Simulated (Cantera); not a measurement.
A freely propagating, adiabatic, planar premixed flame of 11.5 % CH₃OH, 18.6 % O₂, 69.9 % N₂, equivalence ratio 0.93, unburnt at 675 K and 1.01 bar; mixture-averaged transport, grid criteria slope 0.08 and curve 0.16, no radiation.

Detailed kinetics in Cantera: GRI-Mech 3.0 (53 species, 325 reactions). GRI-Mech 3.0 was tuned for natural gas; its chemistry of methanol as a main component is partial and can be far from experiment. Burning velocities carry a grid error of a few per cent, more on coarse grids.

Problem. Predict: laminar burning velocity; thermal thickness; peak x(H); peak x(HCN); peak x(CH₂O).

Solution. 
- laminar burning velocity = 159 cm/s
- thermal thickness = 0.257 mm
- peak x(H) = 0.0100
- peak x(HCN) = 1.64e-7
- peak x(CH₂O) = 0.0108
